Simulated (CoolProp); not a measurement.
A single-stage vapour-compression cycle with propane: evaporating at 226.15 K (dew point), condensing at 264.15 K (bubble point), superheat 2 K, subcooling 2 K, compressor efficiency 0.8, no pressure losses. Each further row changes one setting.

Computed with CoolProp (reference Helmholtz-energy equation of state, Lemmon 2009).

| case | cooling COP | pressure ratio | discharge temperature (K) | refrigerating effect (kJ/kg) | volumetric capacity (kJ/m³) |
|---|---|---|---|---|---|
| as stated | 4.17 | 4.39 | 289.0 | 350 | 682 |
| evaporating temperature 231.15 K | 5.00 | 3.50 | 285.1 | 356 | 856 |
| condensing temperature 259.15 K | 4.91 | 3.71 | 281.9 | 362 | 706 |
| subcooling 7 K | 4.31 | 4.39 | 289.0 | 362 | 706 |
| superheat 12 K | 4.15 | 4.39 | 299.6 | 364 | 677 |
| compressor efficiency 0.7 | 3.65 | 4.39 | 296.0 | 350 | 682 |
